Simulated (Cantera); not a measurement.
An adiabatic, constant-volume homogeneous reactor starts with CH₃OH : O₂ : N₂ = 1 : 1.07 : 4.03 (molar parts), equivalence ratio 1.4, at 1550 K and 0.987 atm.

Cantera simulation using GRI-Mech 3.0 (53 species, 325 reactions); the numbers are that mechanism's predictions, not measurements. GRI-Mech 3.0 was tuned for natural gas; its chemistry of methanol as a main component is partial and can be far from experiment.

Q: Predict: time of steepest temperature rise; temperature at 0.200 s; equilibrium temperature; x(O₂) at 0.200 s; x(N₂O) at 0.200 s; x(H₂O₂) at 0.200 s.

A: 
```
Item                                                                Result
---------------------------------  ---------------------------------------
time of steepest temperature rise                                 0.116 ms
temperature at 0.200 s                                              2920 K
equilibrium temperature                                             2920 K
x(O₂) at 0.200 s                   0.00708 (gas-phase equilibrium 0.00708)
x(N₂O) at 0.200 s                  4.70e-7 (gas-phase equilibrium 4.70e-7)
x(H₂O₂) at 0.200 s                 3.86e-7 (gas-phase equilibrium 3.86e-7)
```
